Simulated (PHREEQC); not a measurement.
A PHREEQC input (ion-association model, phreeqc.dat):

```
SOLUTION 1
  temp 15
  units mgL
  pH 6.99
  pe -1.3
  Na 0.749
  K 2.38
  Ca 0.891
  Mg 0.281
  Cl 2.48
  S(6) 0.0368 as SO4
  Alkalinity 5.51 as HCO3
  Si 0.00391 as SiO2
END
USE solution 1
EQUILIBRIUM_PHASES 1
  Chalcedony 0 0
  CO2(g) -2.5 10
END
```

It stops with these messages:

```
ERROR: Calculations terminating due to input errors.
```

The fault: a unit that the program doesn't know. The line should read `units mg/L` where the input has `units mgL`. With the mend the run ends at pH 6.21 and ionic strength 0.000196 mol/kgw.
